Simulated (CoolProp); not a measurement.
Properties of carbon dioxide at several states (Tc = 304.1 K, pc = 73.77 bar, ω = 0.224).

Values from CoolProp's reference Helmholtz-energy equation of state, Span 1996.

```csv
T (K),p (bar),phase,Z,cp (kJ/(kg K)),isothermal compressibility (1/MPa),expansivity (1/kK),conductivity (mW/(m K)),Prandtl number
406,41.6,gas,…,1.063,0.2589,…,27.3,…
921.4,0.162,gas,1.000,1.211,61.73,1.085,65.3,0.720
738.4,0.49,gas,1.000,1.144,20.41,1.355,…,0.726
689.5,77,supercritical,0.9992,…,0.1296,1.574,50.2,0.741
```

Q: Complete the blanks.

A: 
- 406, Z: 0.9285
- 406, expansivity (1/kK): 3.220
- 406, Prandtl number: 0.803
- 738.4, conductivity (mW/(m K)): 51.8
- 689.5, cp (kJ/(kg K)): 1.163

Viscosity comes from a separate model (Laesecke 2017). Thermal conductivity comes from a separate model (Huber 2016).
